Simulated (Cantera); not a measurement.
What does this Cantera script print?

```python
import numpy as np
import cantera as ct

gas_names = [...]  # 95 gases of nasa_gas.yaml made of C, F, H
cond_names = """
    C(gr) C6H6(L) C7H8(L) C8H18(L),n-octa
""".split()


# ... load() reads the species with a 1 bar reference pressure and builds the phases ...
atoms = {
    'CHF3': {'C': 1, 'H': 1, 'F': 3},
    'CH4': {'C': 1, 'H': 4},
}
top_T = {'C(gr)': 4500}  # K; cautious upper limits of use, not melting points


# ... equilibrate(T, P, feed) seeds the gas with the atoms and calls Mixture.equilibrate('TP', solver="vcs", rtol=1e-11, max_steps=5000) ...
results = []
feed = {'CHF3': 1, 'CH4': 0.033}  # mol
T = 823.15  # K
P = 133.322  # Pa
mix = equilibrate(T, P, feed)
results.append((T, P, feed, dict(zip(mix.species_names, mix.species_moles))))
print(gas.report(threshold=1e-05))
for i in range(1, mix.n_phases):
    print(f"{mix.phase(i).name:16s} {mix.phase_moles(i):12.5e} mol")
```

Result:

```
       temperature   823.15 K
          pressure   133.32 Pa
           density   0.00077659 kg/m^3
  mean mol. weight   39.866 kg/kmol
   phase of matter   gas

                          1 kg             1 kmol
                     ---------------   ---------------
          enthalpy       -1.1086e+07       -4.4196e+08  J
   internal energy       -1.1258e+07        -4.488e+08  J
           entropy              7627        3.0405e+05  J/K
    Gibbs function       -1.7364e+07       -6.9224e+08  J
 heat capacity c_p            1222.3             48730  J/K
 heat capacity c_v            1013.8             40415  J/K

                      mass frac. Y      mole frac. X     chem. pot. / RT
                     ---------------   ---------------   ---------------
               CF4           0.64472           0.29206           -179.03
                HF           0.35528           0.70794           -69.015
     [  +93 minor]        1.2143e-07         9.322e-08

C(gr)             5.66000e-01 mol
```

Cantera equilibrium calculation (NASA polynomials, part measured and part estimated; ideal gas, pure solids and liquids). Condensed phases not in the tables: fluorocarbon polymer. Gases not in the tables: C2F6 and larger saturated fluorocarbons.
